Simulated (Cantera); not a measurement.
An isothermal, constant-pressure homogeneous reactor starts with N2O : N2 = 1 : 0.35 (molar parts), at 1250 K and 0.0651 atm.

Computed with Cantera and GRI-Mech 3.0 (53 species, 325 reactions). GRI-Mech 3.0 was tuned for natural gas; its chemistry of N2O as a main component is partial and can be far from experiment. The mechanism lacks the step 2 NO + O2 → 2 NO2, which can matter for NO2 below about 1400 K. The temperature is held fixed by assumption; the heat of reaction is taken as removed at once.

Predict: x(N2O) at 6.00 s; x(O) at 6.00 s; x(NO2) at 6.00 s; x(NO) at 6.00 s; x(O2) at 6.00 s; x(N2) at 6.00 s.


```
Item                                               Result
----------------  ---------------------------------------
x(N2O) at 6.00 s    0.348 (gas-phase equilibrium 5.21e-9)
x(O) at 6.00 s    3.74e-6 (gas-phase equilibrium 1.41e-7)
x(NO2) at 6.00 s  2.61e-5 (gas-phase equilibrium 1.21e-6)
x(NO) at 6.00 s   0.0359 (gas-phase equilibrium 0.000310)
x(O2) at 6.00 s       0.125 (gas-phase equilibrium 0.270)
x(N2) at 6.00 s       0.491 (gas-phase equilibrium 0.730)
```
